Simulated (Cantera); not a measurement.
Charge: 1 mol AlBr3, 16 mol N2, 260 mol H2, at 7.50 Torr.

Method: chemical equilibrium by Gibbs-energy minimisation in Cantera with the NASA 1993 tables (ideal gas, pure condensed phases). Candidate condensed phases: Al, AlBr3, AlN, Br2; 19 gas species. Kinetics and transport are ignored.

### Question
Which condensed phases are stable at each of these points (T (°C)): 625, 725, 825, 925, 1025, 1125, 1225, 1325?

### Answer
```tsv
T (°C)	condensed phases	Al condensed (%)
625	AlN(s)	99.4
725	AlN(s)	99.2
825	AlN(s)	99.0
925	AlN(s)	98.8
1025	AlN(s)	98.2
1125	AlN(s)	94.4
1225	AlN(s)	69.5
1325	gas only	0.0
```

From 625 °C to 1225 °C the condensed part is AlN(s). At 1325 °C nothing is condensed.
